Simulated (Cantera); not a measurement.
# Equilibrium for roasting and sulfation: MgCO3 + SO2 + O2

A closed system holds: 1 mol MgCO3, a varied amount of SO2, 1.1 mol O2, held at 850 °C and 10.0 mbar.

Equilibrium computed with Cantera from the NASA thermochemical tables; the gas is ideal and each condensed phase is pure. Candidate condensed phases: C, Mg, MgCO3, MgO, MgS, MgSO4, S; 26 gas species. The numbers say what is thermodynamically allowed, not how fast it happens.

From 0.089 mol SO2 to 2.7 mol SO2 the condensed part is MgO(s).

| n(SO2) (mol) | x SO2 | x O2 | x CO2 | x SO3 | x O | n MgO(s) |
|---|---|---|---|---|---|---|
| 0.089 | 0.0393 | 0.502 | 0.457 | 0.00139 | 3.12e-8 | 1.00 |
| 0.13 | 0.0564 | 0.493 | 0.449 | 0.00198 | 3.09e-8 | 1.00 |
| 0.18 | 0.0764 | 0.482 | 0.439 | 0.00265 | 3.05e-8 | 1.00 |
| 0.25 | 0.103 | 0.467 | 0.426 | 0.00353 | 3.01e-8 | 1.00 |
| 0.35 | 0.139 | 0.448 | 0.409 | 0.00464 | 2.94e-8 | 1.00 |
| 0.49 | 0.184 | 0.423 | 0.387 | 0.00598 | 2.86e-8 | 1.00 |
| 0.68 | 0.238 | 0.393 | 0.361 | 0.00748 | 2.76e-8 | 1.00 |
| 0.96 | 0.306 | 0.357 | 0.328 | 0.00915 | 2.63e-8 | 1.00 |
| 1.3 | 0.374 | 0.320 | 0.296 | 0.0106 | 2.49e-8 | 1.00 |
| 1.9 | 0.466 | 0.271 | 0.252 | 0.0121 | 2.29e-8 | 1.00 |
| 2.7 | 0.553 | 0.224 | 0.210 | 0.0131 | 2.08e-8 | 1.00 |
x: gas mole fraction; n: condensed amount in mol.
